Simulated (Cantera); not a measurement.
# TEOS + H2O + N2 + CO2 (silicon oxide and oxynitride deposition)

Charge: 1 mol TEOS, 0.92 mol H2O, 45 mol N2, 1.4 mol CO2, equilibrated at 133 Pa.

Equilibrium computed with Cantera from the NASA thermochemical tables; the gas is ideal and each condensed phase is pure. Candidate condensed phases: C, C6H6, C7H8, C8H18, H2O, Si, SiC, SiO2, Si2N2O, Si3N4; 151 gas species. The feed counts by its element totals alone. N2 is the only nitrogen source here; it is nearly inert below about 1500 K, so the nitride shown seldom forms there in practice. The tables' values for SiN are old estimates; treat these amounts as uncertain. The numbers say what is thermodynamically allowed, not how fast it happens.

```json
[
 {"T (K)": "800", "x N2": "0.731", "x H2": "0.177", "x CO": "0.0903", "x H": "3.34e-11", "n C(graphite)": "3.77", "n SiO2(α-quartz)": "1.00", "n SiO2(β-quartz)": "0", "n Si2N2O(s)": "0", "n SiC(s)": "0"},
 {"T (K)": "900", "x N2": "0.730", "x H2": "0.177", "x CO": "0.0926", "x H": "1.35e-9", "n C(graphite)": "3.69", "n SiO2(α-quartz)": "0", "n SiO2(β-quartz)": "1.00", "n Si2N2O(s)": "0", "n SiC(s)": "0"},
 {"T (K)": "1000", "x N2": "0.730", "x H2": "0.177", "x CO": "0.0928", "x H": "2.62e-8", "n C(graphite)": "3.68", "n SiO2(α-quartz)": "0", "n SiO2(β-quartz)": "1.00", "n Si2N2O(s)": "0", "n SiC(s)": "0"},
 {"T (K)": "1100", "x N2": "0.710", "x H2": "0.174", "x CO": "0.115", "x H": "2.96e-7", "n C(graphite)": "2.18", "n SiO2(α-quartz)": "0", "n SiO2(β-quartz)": "0", "n Si2N2O(s)": "0.500", "n SiC(s)": "0"},
 {"T (K)": "1200", "x N2": "0.710", "x H2": "0.174", "x CO": "0.115", "x H": "2.26e-6", "n C(graphite)": "2.18", "n SiO2(α-quartz)": "0", "n SiO2(β-quartz)": "0", "n Si2N2O(s)": "0.500", "n SiC(s)": "0"},
 {"T (K)": "1300", "x N2": "0.710", "x H2": "0.174", "x CO": "0.115", "x H": "1.26e-5", "n C(graphite)": "2.18", "n SiO2(α-quartz)": "0", "n SiO2(β-quartz)": "0", "n Si2N2O(s)": "0.500", "n SiC(s)": "0"},
 {"T (K)": "1400", "x N2": "0.710", "x H2": "0.174", "x CO": "0.115", "x H": "5.56e-5", "n C(graphite)": "2.17", "n SiO2(α-quartz)": "0", "n SiO2(β-quartz)": "0", "n Si2N2O(s)": "0.497", "n SiC(s)": "0"},
 {"T (K)": "1500", "x N2": "0.707", "x H2": "0.171", "x CO": "0.121", "x H": "0.000200", "n C(graphite)": "0.686", "n SiO2(α-quartz)": "0", "n SiO2(β-quartz)": "0", "n Si2N2O(s)": "0", "n SiC(s)": "0.985"},
 {"T (K)": "1600", "x N2": "0.707", "x H2": "0.171", "x CO": "0.121", "x H": "0.000615", "n C(graphite)": "0.678", "n SiO2(α-quartz)": "0", "n SiO2(β-quartz)": "0", "n Si2N2O(s)": "0", "n SiC(s)": "0.978"},
 {"T (K)": "1700", "x N2": "0.706", "x H2": "0.170", "x CO": "0.121", "x H": "0.00166", "n C(graphite)": "0.659", "n SiO2(α-quartz)": "0", "n SiO2(β-quartz)": "0", "n Si2N2O(s)": "0", "n SiC(s)": "0.968"},
 {"T (K)": "1800", "x N2": "0.705", "x H2": "0.168", "x CO": "0.120", "x H": "0.00402", "n C(graphite)": "0.625", "n SiO2(α-quartz)": "0", "n SiO2(β-quartz)": "0", "n Si2N2O(s)": "0", "n SiC(s)": "0.953"},
 {"T (K)": "1900", "x N2": "0.702", "x H2": "0.165", "x CO": "0.120", "x H": "0.00882", "n C(graphite)": "0.585", "n SiO2(α-quartz)": "0", "n SiO2(β-quartz)": "0", "n Si2N2O(s)": "0", "n SiC(s)": "0.920"},
 {"T (K)": "2000", "x N2": "0.697", "x H2": "0.158", "x CO": "0.119", "x H": "0.0177", "n C(graphite)": "0.589", "n SiO2(α-quartz)": "0", "n SiO2(β-quartz)": "0", "n Si2N2O(s)": "0", "n SiC(s)": "0.800"},
 {"T (K)": "2100", "x N2": "0.686", "x H2": "0.147", "x CO": "0.117", "x H": "0.0327", "n C(graphite)": "0.857", "n SiO2(α-quartz)": "0", "n SiO2(β-quartz)": "0", "n Si2N2O(s)": "0", "n SiC(s)": "0.319"}
]
```
x: gas mole fraction; n: condensed amount in mol.

At 800 K the condensed part is C(graphite) + SiO2(α-quartz). From 900 K to 1000 K the condensed part is C(graphite) + SiO2(β-quartz). From 1100 K to 1400 K the condensed part is C(graphite) + Si2N2O(s). From 1500 K to 2100 K the condensed part is C(graphite) + SiC(s).
